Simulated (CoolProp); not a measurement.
Vapour pressure (MPa) of R1123: the reference equation beside estimates from Tc = 58.6 °C, pc = 4.549 MPa, ω = 0.243. Clausius-Clapeyron is anchored at -4.45 °C with a constant enthalpy of vaporisation of 14.50 kJ/mol.

Values from CoolProp's reference Helmholtz-energy equation of state, Akasaka 2020.

```json
[
 {"T (°C)": "-22.95", "reference": "0.5188", "Lee-Kesler": "0.5213", "Clausius-Clapeyron": "0.5880", "van der Waals": "1.320", "Redlich-Kwong": "0.7244", "Peng-Robinson": "0.5167"},
 {"T (°C)": "-19.85", "reference": "0.5780", "Lee-Kesler": "0.5810", "Clausius-Clapeyron": "0.6404", "van der Waals": "1.401", "Redlich-Kwong": "0.7954", "Peng-Robinson": "0.5758"},
 {"T (°C)": "-16.75", "reference": "0.6421", "Lee-Kesler": "0.6457", "Clausius-Clapeyron": "0.6960", "van der Waals": "1.484", "Redlich-Kwong": "0.8711", "Peng-Robinson": "0.6399"},
 {"T (°C)": "-13.65", "reference": "0.7115", "Lee-Kesler": "0.7155", "Clausius-Clapeyron": "0.7549", "van der Waals": "1.571", "Redlich-Kwong": "0.9517", "Peng-Robinson": "0.7093"},
 {"T (°C)": "-10.65", "reference": "0.7837", "Lee-Kesler": "0.7882", "Clausius-Clapeyron": "0.8151", "van der Waals": "1.658", "Redlich-Kwong": "1.035", "Peng-Robinson": "0.7818"},
 {"T (°C)": "-7.55", "reference": "0.8640", "Lee-Kesler": "0.8690", "Clausius-Clapeyron": "0.8809", "van der Waals": "1.750", "Redlich-Kwong": "1.125", "Peng-Robinson": "0.8623"},
 {"T (°C)": "-4.45", "reference": "0.9502", "Lee-Kesler": "0.9556", "Clausius-Clapeyron": "0.9502", "van der Waals": "1.846", "Redlich-Kwong": "1.221", "Peng-Robinson": "0.9489"},
 {"T (°C)": "-1.45", "reference": "1.040", "Lee-Kesler": "1.045", "Clausius-Clapeyron": "1.021", "van der Waals": "1.942", "Redlich-Kwong": "1.319", "Peng-Robinson": "1.039"},
 {"T (°C)": "1.65", "reference": "1.138", "Lee-Kesler": "1.144", "Clausius-Clapeyron": "1.097", "van der Waals": "2.045", "Redlich-Kwong": "1.426", "Peng-Robinson": "1.138"},
 {"T (°C)": "4.75", "reference": "1.244", "Lee-Kesler": "1.250", "Clausius-Clapeyron": "1.178", "van der Waals": "2.151", "Redlich-Kwong": "1.539", "Peng-Robinson": "1.245"},
 {"T (°C)": "7.75", "reference": "1.353", "Lee-Kesler": "1.359", "Clausius-Clapeyron": "1.260", "van der Waals": "2.256", "Redlich-Kwong": "1.654", "Peng-Robinson": "1.355"},
 {"T (°C)": "10.85", "reference": "1.473", "Lee-Kesler": "1.479", "Clausius-Clapeyron": "1.348", "van der Waals": "2.369", "Redlich-Kwong": "1.778", "Peng-Robinson": "1.476"},
 {"T (°C)": "13.95", "reference": "1.600", "Lee-Kesler": "1.607", "Clausius-Clapeyron": "1.440", "van der Waals": "2.485", "Redlich-Kwong": "1.908", "Peng-Robinson": "1.605"},
 {"T (°C)": "16.95", "reference": "1.731", "Lee-Kesler": "1.738", "Clausius-Clapeyron": "1.534", "van der Waals": "2.600", "Redlich-Kwong": "2.041", "Peng-Robinson": "1.737"},
 {"T (°C)": "20.05", "reference": "1.875", "Lee-Kesler": "1.882", "Clausius-Clapeyron": "1.634", "van der Waals": "2.723", "Redlich-Kwong": "2.184", "Peng-Robinson": "1.883"}
]
```

Absolute difference from the reference over all 15 rows, mean and median: Lee-Kesler 0.5 and 0.5 %, Clausius-Clapeyron 7.0 and 6.9 %, van der Waals 91.7 and 86.7 %, Redlich-Kwong 27.3 and 26.8 %, Peng-Robinson 0.2 and 0.2 %.
